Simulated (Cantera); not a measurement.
A Cantera script and what it prints.

```python
import numpy as np
import cantera as ct

gas_names = [...]  # 95 gases of nasa_gas.yaml made of C, F, H
cond_names = """
    C(gr) C6H6(L) C7H8(L) C8H18(L),n-octa
""".split()


# ... load() reads the species with a 1 bar reference pressure and builds the phases ...
atoms = {
    'CHF3': {'C': 1, 'H': 1, 'F': 3},
    'CH4': {'C': 1, 'H': 4},
    'H2': {'H': 2},
}
top_T = {'C(gr)': 4500}  # K; cautious upper limits of use, not melting points


# ... equilibrate(T, P, feed) seeds the gas with the atoms and calls Mixture.equilibrate('TP', solver="vcs", rtol=1e-11, max_steps=5000) ...
results = []
feed = {'CHF3': 1, 'CH4': 0.0084, 'H2': 3.1}  # mol
T = 2948.15  # K
for P in [1, 10, 100, 1000, 10000, 100000]:
    mix = equilibrate(T, P, feed)
    results.append((T, P, feed, dict(zip(mix.species_names, mix.species_moles))))

top = {s: max(r[3][s] / sum(r[3][g] for g in gas_names) for r in results) for s in gas_names}
cols = sorted((s for s in top if top[s] > 1e-06), key=lambda s: -top[s])[:9]
seen = [c for c in cond_names if any(r[3].get(c, 0) > 1e-12 for r in results)]
print("log10 of partial pressures in bar; condensed amounts in mol")
print(f"{'P/Pa':>10s}" + "".join(f"{s[:9]:>10s}" for s in cols + seen))
for T, P, feed, n in results:
    ng = sum(n[g] for g in gas_names)
    print(f"{P:10.4g}" + "".join(f"{np.log10(max(n[s] / ng * P / 1e5, 1e-99)):10.3f}" for s in cols)
          + "".join(f"{n.get(c, 0):10.4g}" for c in seen))
```

It prints:

```
log10 of partial pressures in bar; condensed amounts in mol
      P/Pa         H        HF        H2         F         C        C3 C2H2,acet        C2       C2H     C(gr)
         1    -5.194    -6.794    -8.645    -5.593    -6.062    -8.398   -13.016    -7.846   -10.363         0
        10    -4.208    -4.940    -6.672    -4.726    -5.255    -5.976    -9.429    -6.232    -7.762         0
       100    -3.257    -3.503    -4.769    -4.240    -4.770    -4.521    -6.556    -5.262    -5.841         0
      1000    -2.373    -2.364    -3.001    -3.985    -4.513    -3.750    -4.274    -4.748    -4.443    0.4606
     1e+04    -1.674    -1.285    -1.604    -3.605    -4.513    -3.750    -2.877    -4.748    -3.744      0.79
     1e+05    -1.107    -0.250    -0.469    -3.137    -4.513    -3.750    -1.742    -4.748    -3.177    0.7944
```

Cantera equilibrium calculation (NASA polynomials, part measured and part estimated; ideal gas, pure solids and liquids).
